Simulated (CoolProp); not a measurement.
Properties of n-nonane along the isotherm 600 K (Tc = 594.5 K, pc = 2.282 MPa, ω = 0.443).

The numbers come from the reference Helmholtz-energy equation of state, Lemmon 2006 in CoolProp. It is a short technical equation, of lower accuracy than the large ones.

```
p (MPa)          phase  cp (kJ/(kg K))  Joule-Thomson coefficient (K/MPa)  fugacity coefficient
-------  -------------  --------------  ---------------------------------  --------------------
0.0361             gas           2.859                              7.608                0.9947
0.0583             gas           2.861                              7.651                0.9914
0.0942             gas           2.864                              7.721                0.9861
0.152              gas           2.870                              7.838                0.9776
0.246              gas           2.880                              8.037                0.9638
0.397              gas           2.899                              8.385                0.9417
0.642              gas           2.934                              9.034                0.9060
1.04               gas           3.015                              10.41                0.8485
1.67               gas           3.303                              14.21                0.7573
2.71     supercritical           5.160                              7.108                0.5881
4.37     supercritical           3.657                              1.407                0.4082
7.06     supercritical           3.438                             0.5330                0.2971
11.4     supercritical           3.333                             0.1550                0.2344
```

The peak of cp marks the crossing from liquid-like to gas-like fluid above the critical point.
